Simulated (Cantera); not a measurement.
Charge: 1 mol MgO, 0.013 mol Br2, held at 0.410 bar.

These are equilibrium values from Cantera (NASA tables, ideal gas, pure condensed phases), not measurements of a reactor. Candidate condensed phases: Br2, Mg, MgBr2, MgO; 10 gas species. The numbers say what is thermodynamically allowed, not how fast it happens. All values below are at 1002 °C.

Base state: Br2 0.889, Br 0.108, MgBr2 0.00213, O2 0.00106 (mole fractions); condensed: MgO(s).

**Question.** What changes in the equilibrium state with this change: pressure from 0.410 bar to 1.70 bar?

**Answer.** 
```json
[
 {"species": "Br2", "before": "0.889", "after": "0.943"},
 {"species": "Br", "before": "0.108", "after": "0.0548"},
 {"species": "MgBr2", "before": "0.00213", "after": "0.00138"},
 {"species": "O2", "before": "0.00106", "after": "0.000689"},
 {"species": "MgO(s), mol", "before": "1.000", "after": "1.000"}
]
```
